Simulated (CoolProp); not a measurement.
A Linde-Hampson liquefier for nitrogen: isothermal reversible compression at 290 K from 1 atm to 5 MPa, throttling to 1 atm, return gas leaving the recuperator 0 K below the feed. Each further row changes one setting.

Values from CoolProp's reference Helmholtz-energy equation of state, Span 2000.

```json
[
 {"case": "as stated", "liquid yield per pass": "0.026", "compression work (kJ/kg of gas)": "335"},
 {"case": "high pressure 10 MPa", "liquid yield per pass": "0.049", "compression work (kJ/kg of gas)": "394"},
 {"case": "warm-end temperature 320 K", "liquid yield per pass": "0.019", "compression work (kJ/kg of gas)": "370"},
 {"case": "warm-end gap 5 K", "liquid yield per pass": "0.014", "compression work (kJ/kg of gas)": "335"}
]
```
